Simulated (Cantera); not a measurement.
# Oxide etching and cleaning by halides: CaO + HCl + O2

Charge: 1 mol CaO, 2.2 mol HCl, 1 mol O2, at 0.0120 bar.

These are equilibrium values from Cantera (NASA tables, ideal gas, pure condensed phases), not measurements of a reactor. Candidate condensed phases: Ca, CaCl2, CaO, Ca(OH)2, H2O; 21 gas species. Mutual solubility and eutectic melting of coexisting phases are not modelled. Condensed phases not in the tables: oxide chlorides. Kinetics and transport are ignored.

```
T (°C)  x H2O   x O2   x HCl   x CaCl2      x Cl      x OH     x Cl2       x O  n CaCl2(s)  n CaCl2(l)  n CaO(s)
------  -----  -----  ------  --------  --------  --------  --------  --------  ----------  ----------  --------
475     0.460  0.453  0.0830  5.28e-12   1.50e-6   1.26e-9   0.00405    <1e-12        1.00           0         0
575     0.456  0.454  0.0880   2.12e-9   9.50e-6   2.72e-8   0.00151  4.19e-12        1.00           0         0
675     0.455  0.454  0.0896   2.33e-7   3.98e-5   3.08e-7  0.000650  1.83e-10       1.000           0         0
775     0.455  0.454  0.0901   1.01e-5  0.000126   2.20e-6  0.000322   3.89e-9           0       1.000         0
875     0.455  0.454  0.0902  0.000166  0.000327   1.12e-5  0.000179   4.88e-8           0       1.000         0
975     0.428  0.445   0.124   0.00168   0.00102   4.23e-5  0.000215   4.05e-7           0       0.956    0.0406
1075    0.354  0.417   0.213    0.0118   0.00377  0.000121  0.000485   2.41e-6           0       0.812     0.160
1175    0.252  0.366   0.308    0.0613    0.0113  0.000270  0.000926   1.08e-5           0       0.499     0.335
1275    0.176  0.304   0.331     0.164    0.0231  0.000516   0.00101   3.84e-5           0           0     0.472
1375    0.194  0.302   0.293     0.179    0.0307   0.00116  0.000539  0.000127           0           0     0.424
1475    0.209  0.298   0.261     0.190    0.0393   0.00238  0.000307  0.000366           0           0     0.386
1575    0.220  0.294   0.233     0.198    0.0488   0.00446  0.000184  0.000938           0           0     0.357
1675    0.228  0.289   0.209     0.204    0.0590   0.00780  0.000115   0.00218           0           0     0.336
```
x: gas mole fraction; n: condensed amount in mol.

From 475 °C to 675 °C the condensed part is CaCl2(s). From 775 °C to 875 °C the condensed part is CaCl2(l). From 975 °C to 1175 °C the condensed part is CaCl2(l) + CaO(s). From 1275 °C to 1675 °C the condensed part is CaO(s).
